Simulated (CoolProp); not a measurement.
Vapour pressure (bar) of carbon dioxide: the reference equation beside estimates from Tc = 304.1 K, pc = 73.77 bar, ω = 0.224.

Computed with CoolProp (reference Helmholtz-energy equation of state, Span 1996).

```tsv
T (K)	reference	Lee-Kesler	Peng-Robinson
225.7	7.558	7.565	7.504
228.4	8.399	8.404	8.333
231.2	9.343	9.345	9.265
234	10.36	10.36	10.27
236.8	11.46	11.46	11.36
239.5	12.60	12.59	12.49
242.3	13.87	13.86	13.75
245.1	15.24	15.21	15.11
247.9	16.69	16.66	16.56
250.6	18.19	18.15	18.05
253.4	19.85	19.79	19.70
256.2	21.61	21.55	21.47
259	23.49	23.41	23.35
261.7	25.41	25.32	25.27
```

Absolute difference from the reference over all 14 rows, mean and median: Lee-Kesler 0.2 and 0.1 %, Peng-Robinson 0.8 and 0.8 %.
